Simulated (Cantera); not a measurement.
Feed: 1 mol Si, 0.0037 mol O₂, 15 mol N₂, held at 1552 °C and 4.90 mbar.

Method: chemical equilibrium by Gibbs-energy minimisation in Cantera with the NASA 1993 tables (ideal gas, pure condensed phases). Candidate condensed phases: Si, SiO₂, Si₂N₂O, Si₃N₄; 16 gas species. The tables' values for SiN are old estimates; treat these amounts as uncertain. Equilibrium is a limit: real reactors are often held back by kinetics, nucleation or transport.

Base state: N₂ 0.999, Si 0.000928, SiO 0.000493, Si₂N 4.18e-5, SiN 2.67e-5 (mole fractions); condensed: Si(l).

**Question.** What changes in the equilibrium state with this change: 0.5 mol H₂ added?

**Answer.** 
```csv
species,before,after
N₂,0.999,0.966
H₂,0,0.0316
H,0,0.00112
Si,0.000928,0.000928
SiH,0,1.23e-5
SiO,0.000493,0.000476
Si₂N,4.18e-5,4.11e-5
SiN,2.67e-5,2.63e-5
"Si(l), mol",0.977,0.976
```
Further candidate phases: H₂O.

**Question.** What changes in the equilibrium state with this change: pressure from 4.90 mbar to 1 atm?

**Answer.** 
| species | before | after |
|---|---|---|
| N₂ | 0.999 | 1.000 |
| SiO | 0.000493 | 0.000112 |
| Si | 0.000928 | 2.48e-7 |
| Si₂N | 4.18e-5 | 8.89e-9 |
| SiN | 2.67e-5 | 1.03e-7 |
| Si(l), mol | 0.977 | 0 |
| Si₂N₂O(s), mol | 0 | 0.00579 |
| Si₃N₄(s), mol | 0 | 0.329 |
Mutual solubility and eutectic melting of coexisting phases are not modelled.

**Question.** What changes in the equilibrium state with this change: 0.16 mol HF added?

**Answer.** 
```
species     before     after
----------  ------  --------
N₂           0.999     0.988
H₂               0   0.00485
SiF₂             0   0.00422
H                0  0.000438
SiF₃             0  0.000428
Si(l), mol   0.977     0.900
```
The tables' values for SiF₂, SiF₃, SiF, SiN are old estimates; treat these amounts as uncertain. Further candidate phases: H₂O.
